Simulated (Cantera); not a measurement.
Charge: 1 mol CaO, 0.52 mol NF3, 0.69 mol O2, equilibrated at 3.50 mbar.

Cantera equilibrium calculation (NASA polynomials, part measured and part estimated; ideal gas, pure solids and liquids). Candidate condensed phases: Ca, CaF2, CaO; 22 gas species. Mutual solubility and eutectic melting of coexisting phases are not modelled. Equilibrium is a limit: real reactors are often held back by kinetics, nucleation or transport.

Q: Which condensed phases are stable at each of these points (T (K)): 1648, 1673, 1698, 1723, 1748, 1773, 1798, 1823, 1848, 1873, 1898?

A: 
| T (K) | condensed phases | Ca condensed (%) |
|---|---|---|
| 1648 | CaF2(s) + CaO(s) | 98.6 |
| 1673 | CaF2(s) + CaO(s) | 97.8 |
| 1698 | CaF2(l) + CaO(s) | 96.7 |
| 1723 | CaF2(l) + CaO(s) | 95.2 |
| 1748 | CaF2(l) + CaO(s) | 93.1 |
| 1773 | CaF2(l) + CaO(s) | 90.0 |
| 1798 | CaF2(l) + CaO(s) | 85.7 |
| 1823 | CaF2(l) + CaO(s) | 79.4 |
| 1848 | CaF2(l) + CaO(s) | 70.2 |
| 1873 | CaF2(l) + CaO(s) | 56.2 |
| 1898 | CaF2(l) + CaO(s) | 33.8 |

From 1648 K to 1673 K the condensed part is CaF2(s) + CaO(s). From 1698 K to 1898 K the condensed part is CaF2(l) + CaO(s).
